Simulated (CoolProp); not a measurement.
Model: reference Helmholtz-energy equation of state, Lemmon 2003, in CoolProp. It is a pseudo-pure fit of the blend.

Question: For R410A, give the phase and the speed of sound (m/s), conductivity (mW/(m K)) at 190.85 °C and 50.4 bar; 208.85 °C and 50.4 bar; 226.85 °C and 50.4 bar.

Answer: 
- 190.85 °C and 50.4 bar: supercritical; speed of sound 225, conductivity 29.3
- 208.85 °C and 50.4 bar: supercritical; speed of sound 233, conductivity 30.4
- 226.85 °C and 50.4 bar: supercritical; speed of sound 239, conductivity 31.6

Thermal conductivity comes from a separate model (Geller 2001).
